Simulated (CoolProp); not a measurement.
Saturated liquid density (kg/m³) of hydrogen sulfide: the reference equation beside estimates from Tc = 100.0 °C, pc = 89.99 bar, ω = 0.101. Rackett uses Z = 0.29056 − 0.08775 ω.

Computed with CoolProp (reference Helmholtz-energy equation of state, Lemmon 2006). It is a short technical equation, of lower accuracy than the large ones.

```json
[
 {"T (°C)": "-12.85", "reference": "860.0", "Rackett": "863.1", "van der Waals": "565.4", "Redlich-Kwong": "820.1", "Soave-Redlich-Kwong": "827.9"},
 {"T (°C)": "-10.05", "reference": "854.3", "Rackett": "857.6", "van der Waals": "561.7", "Redlich-Kwong": "813.6", "Soave-Redlich-Kwong": "821.6"},
 {"T (°C)": "-7.25", "reference": "848.5", "Rackett": "852.0", "van der Waals": "558.0", "Redlich-Kwong": "806.9", "Soave-Redlich-Kwong": "815.2"},
 {"T (°C)": "-4.35", "reference": "842.4", "Rackett": "846.1", "van der Waals": "554.0", "Redlich-Kwong": "799.9", "Soave-Redlich-Kwong": "808.4"},
 {"T (°C)": "-1.55", "reference": "836.4", "Rackett": "840.3", "van der Waals": "550.2", "Redlich-Kwong": "793.0", "Soave-Redlich-Kwong": "801.7"},
 {"T (°C)": "1.35", "reference": "830.2", "Rackett": "834.3", "van der Waals": "546.1", "Redlich-Kwong": "785.7", "Soave-Redlich-Kwong": "794.7"},
 {"T (°C)": "4.15", "reference": "824.0", "Rackett": "828.4", "van der Waals": "542.1", "Redlich-Kwong": "778.5", "Soave-Redlich-Kwong": "787.8"},
 {"T (°C)": "6.95", "reference": "817.8", "Rackett": "822.4", "van der Waals": "538.0", "Redlich-Kwong": "771.3", "Soave-Redlich-Kwong": "780.8"},
 {"T (°C)": "9.85", "reference": "811.3", "Rackett": "816.1", "van der Waals": "533.8", "Redlich-Kwong": "763.6", "Soave-Redlich-Kwong": "773.3"},
 {"T (°C)": "12.65", "reference": "804.8", "Rackett": "810.0", "van der Waals": "529.6", "Redlich-Kwong": "756.0", "Soave-Redlich-Kwong": "766.0"},
 {"T (°C)": "15.55", "reference": "798.1", "Rackett": "803.5", "van der Waals": "525.1", "Redlich-Kwong": "748.1", "Soave-Redlich-Kwong": "758.2"},
 {"T (°C)": "18.35", "reference": "791.4", "Rackett": "797.1", "van der Waals": "520.8", "Redlich-Kwong": "740.2", "Soave-Redlich-Kwong": "750.6"},
 {"T (°C)": "21.25", "reference": "784.4", "Rackett": "790.4", "van der Waals": "516.2", "Redlich-Kwong": "731.9", "Soave-Redlich-Kwong": "742.4"},
 {"T (°C)": "24.05", "reference": "777.6", "Rackett": "783.9", "van der Waals": "511.6", "Redlich-Kwong": "723.8", "Soave-Redlich-Kwong": "734.4"},
 {"T (°C)": "26.85", "reference": "770.5", "Rackett": "777.2", "van der Waals": "507.0", "Redlich-Kwong": "715.5", "Soave-Redlich-Kwong": "726.2"}
]
```

Absolute difference from the reference over all 15 rows, mean and median: Rackett 0.6 and 0.6 %, van der Waals 34.2 and 34.2 %, Redlich-Kwong 5.8 and 5.7 %, Soave-Redlich-Kwong 4.6 and 4.5 %.
